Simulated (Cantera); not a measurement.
# Thermodynamics of silicon oxide and oxynitride deposition, feed SiCl₄ + H₂O + O₃

A closed system holds: 1 mol SiCl₄, 0.57 mol H₂O, 5.8 mol O₃, held at 1.00 bar.

Cantera equilibrium calculation (NASA polynomials, part measured and part estimated; ideal gas, pure solids and liquids). Candidate condensed phases: H₂O, Si, SiO₂; 30 gas species. The tables hold silica as quartz up to 1696 K and as liquid above; real silica turns to tridymite and cristobalite and melts near 1996 K. Equilibrium is a limit: real reactors are often held back by kinetics, nucleation or transport.

```
T (K)   x O₂  x Cl₂   x HCl    x H₂O      x Cl     x ClO      x OH  n SiO₂(α-quartz)  n SiO₂(β-quartz)
-----  -----  -----  ------  -------  --------  --------  --------  ----------------  ----------------
698    0.752  0.177  0.0330   0.0385   2.61e-7   4.45e-8  2.12e-11              1.00                 0
798    0.753  0.166  0.0521   0.0288   3.64e-6   3.87e-7  6.06e-10              1.00                 0
898    0.754  0.157  0.0691   0.0200   2.82e-5   2.07e-6   7.70e-9                 0              1.00
998    0.755  0.150  0.0819   0.0134  0.000146   7.92e-6   5.57e-8                 0              1.00
1098   0.755  0.145  0.0907  0.00887  0.000562   2.38e-5   2.70e-7                 0              1.00
1198   0.755  0.141  0.0963  0.00596   0.00174   5.96e-5   9.79e-7                 0              1.00
1298   0.754  0.137  0.0997  0.00413   0.00451  0.000129   2.87e-6                 0              1.00
1398   0.752  0.133   0.102  0.00299    0.0102  0.000250   7.17e-6                 0              1.00
1498   0.748  0.126   0.102  0.00226    0.0205  0.000436   1.59e-5                 0              1.00
1598   0.742  0.116   0.102  0.00181    0.0370  0.000696   3.21e-5                 0              1.00
```
x: gas mole fraction; n: condensed amount in mol.

From 698 K to 798 K the condensed part is SiO₂(α-quartz). From 898 K to 1598 K the condensed part is SiO₂(β-quartz).
